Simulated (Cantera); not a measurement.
Input: 1 mol Pb, 1.2 mol H₂O, a varied amount of H₂, equilibrated at 240000 Pa.

Method: chemical equilibrium by Gibbs-energy minimisation in Cantera with the NASA 1993 tables (ideal gas, pure condensed phases). Candidate condensed phases: H₂O, Pb, PbO, PbO₂, Pb₃O₄; 12 gas species. Rates play no part.

Problem. What condenses at these points (T in K, n(H₂) in mol): (1000, 79); (1400, 64); (1000, 64); (1600, 41); (800, 51)?

Solution. 
| T (K) | n(H₂) in mol | condensed phases | Pb condensed (%) |
|---|---|---|---|
| 1000 | 79 | Pb | 99.9 |
| 1400 | 64 | Pb | 76.2 |
| 1000 | 64 | Pb | 100.0 |
| 1600 | 41 | gas only | 0.0 |
| 800 | 51 | Pb | 100.0 |
